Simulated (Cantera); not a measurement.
Gas mixture: NO = 0.38 (molar parts), at 1.88 atm, frozen composition.

Cantera's kinetic-theory transport with the Lennard-Jones parameters of GRI-Mech 3.0, ideal gas; thermal conductivity in the mixture-averaged form. The composition is frozen, though it would react at the higher temperatures.

D: mixture-averaged diffusion coefficient of that species in the mixture.

```json
[
 {"T (K)": "400", "ρ (kg/m³)": "1.71", "cp (J/kg/K)": "998.6", "μ (µPa s)": "23.1", "λ (mW/m/K)": "32.4", "Pr": "0.712", "D (cm²/s) H2O": "0.208", "D (cm²/s) NH3": "(withheld)", "D (cm²/s) H2": "0.675"},
 {"T (K)": "550", "ρ (kg/m³)": "1.25", "cp (J/kg/K)": "1028", "μ (µPa s)": "28.9", "λ (mW/m/K)": "42.0", "Pr": "0.707", "D (cm²/s) H2O": "0.378", "D (cm²/s) NH3": "(withheld)", "D (cm²/s) H2": "1.15"},
 {"T (K)": "700", "ρ (kg/m³)": "0.980", "cp (J/kg/K)": "1067", "μ (µPa s)": "34.0", "λ (mW/m/K)": "51.3", "Pr": "0.707", "D (cm²/s) H2O": "0.585", "D (cm²/s) NH3": "(withheld)", "D (cm²/s) H2": "1.72"},
 {"T (K)": "850", "ρ (kg/m³)": "0.807", "cp (J/kg/K)": "1104", "μ (µPa s)": "38.6", "λ (mW/m/K)": "60.2", "Pr": "0.708", "D (cm²/s) H2O": "0.825", "D (cm²/s) NH3": "(withheld)", "D (cm²/s) H2": "2.38"},
 {"T (K)": "1000", "ρ (kg/m³)": "0.686", "cp (J/kg/K)": "1133", "μ (µPa s)": "42.9", "λ (mW/m/K)": "68.6", "Pr": "0.709", "D (cm²/s) H2O": "1.10", "D (cm²/s) NH3": "(withheld)", "D (cm²/s) H2": "3.11"},
 {"T (K)": "1150", "ρ (kg/m³)": "0.596", "cp (J/kg/K)": "1153", "μ (µPa s)": "47.0", "λ (mW/m/K)": "76.7", "Pr": "0.707", "D (cm²/s) H2O": "1.40", "D (cm²/s) NH3": "(withheld)", "D (cm²/s) H2": "3.92"},
 {"T (K)": "1300", "ρ (kg/m³)": "0.527", "cp (J/kg/K)": "1171", "μ (µPa s)": "50.9", "λ (mW/m/K)": "84.5", "Pr": "0.706", "D (cm²/s) H2O": "1.72", "D (cm²/s) NH3": "(withheld)", "D (cm²/s) H2": "4.81"},
 {"T (K)": "1450", "ρ (kg/m³)": "0.473", "cp (J/kg/K)": "1186", "μ (µPa s)": "54.7", "λ (mW/m/K)": "91.9", "Pr": "0.706", "D (cm²/s) H2O": "2.07", "D (cm²/s) NH3": "(withheld)", "D (cm²/s) H2": "5.76"}
]
```

Q: Some entries are withheld; supply them.

A: 
- 400, D (cm²/s) NH3: 0.201
- 550, D (cm²/s) NH3: 0.361
- 700, D (cm²/s) NH3: 0.556
- 850, D (cm²/s) NH3: 0.781
- 1000, D (cm²/s) NH3: 1.03
- 1150, D (cm²/s) NH3: 1.31
- 1300, D (cm²/s) NH3: 1.62
- 1450, D (cm²/s) NH3: 1.95
